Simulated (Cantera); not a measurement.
Cantera run:

```python
import numpy as np
import cantera as ct

gas_names = """
    Br Br2 Si SiBr SiBr2 SiBr3 SiBr4 Si2 Si3
""".split()
cond_names = """
    Br2(cr) Br2(L) Si(cr) Si(L)
""".split()


# ... load() reads the species with a 1 bar reference pressure and builds the phases ...
atoms = {
    'Si': {'Si': 1},
    'Br2': {'Br': 2},
}
top_T = {}  # K; cautious upper limits of use, not melting points


# ... equilibrate(T, P, feed) seeds the gas with the atoms and calls Mixture.equilibrate('TP', solver="vcs", rtol=1e-11, max_steps=5000) ...
results = []
feed = {'Si': 1, 'Br2': 4.9}  # mol
P = 13332.2  # Pa
for T in [575, 675, 775, 875, 975, 1075, 1175, 1275, 1375, 1475, 1575, 1675]:
    mix = equilibrate(T, P, feed)
    results.append((T, P, feed, dict(zip(mix.species_names, mix.species_moles))))

top = {s: max(r[3][s] / sum(r[3][g] for g in gas_names) for r in results) for s in gas_names}
cols = sorted((s for s in top if top[s] > 0.001), key=lambda s: -top[s])[:9]
seen = [c for c in cond_names if any(r[3].get(c, 0) > 1e-12 for r in results)]
print("log10 of partial pressures in bar; condensed amounts in mol")
print(f"{'T/K':>10s}" + "".join(f"{s[:9]:>10s}" for s in cols + seen))
for T, P, feed, n in results:
    ng = sum(n[g] for g in gas_names)
    print(f"{T:10.4g}" + "".join(f"{np.log10(max(n[s] / ng * P / 1e5, 1e-99)):10.3f}" for s in cols)
          + "".join(f"{n.get(c, 0):10.4g}" for c in seen))
```

Result:

```
log10 of partial pressures in bar; condensed amounts in mol
       T/K       Br2        Br     SiBr4     SiBr3     SiBr2
       575    -1.004    -6.506    -1.466   -16.862   -27.392
       675    -1.004    -5.198    -1.466   -13.799   -22.130
       775    -1.004    -4.226    -1.466   -11.533   -18.237
       875    -1.005    -3.474    -1.467    -9.788   -15.241
       975    -1.009    -2.877    -1.468    -8.405   -12.865
      1075    -1.019    -2.394    -1.473    -7.282   -10.933
      1175    -1.044    -1.999    -1.483    -6.350    -9.325
      1275    -1.092    -1.679    -1.502    -5.564    -7.956
      1375    -1.177    -1.427    -1.532    -4.886    -6.760
      1475    -1.311    -1.239    -1.573    -4.285    -5.683
      1575    -1.502    -1.110    -1.620    -3.737    -4.683
      1675    -1.740    -1.032    -1.670    -3.229    -3.743
```

Method: chemical equilibrium by Gibbs-energy minimisation in Cantera with the NASA 1993 tables (ideal gas, pure condensed phases). The tables' values for SiBr3 are old estimates; treat these amounts as uncertain.
